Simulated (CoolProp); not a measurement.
Computed with CoolProp (reference Helmholtz-energy equation of state, Akasaka 2024).

Question: For R1132(E), give the phase and the Joule-Thomson coefficient (K/MPa), fugacity coefficient at 43.45 °C and 1.88 MPa; 126.85 °C and 1.88 MPa.

Answer: 
- 43.45 °C and 1.88 MPa: gas; Joule-Thomson coefficient 15.7, fugacity coefficient 0.827
- 126.85 °C and 1.88 MPa: gas; Joule-Thomson coefficient 7.31, fugacity coefficient 0.923
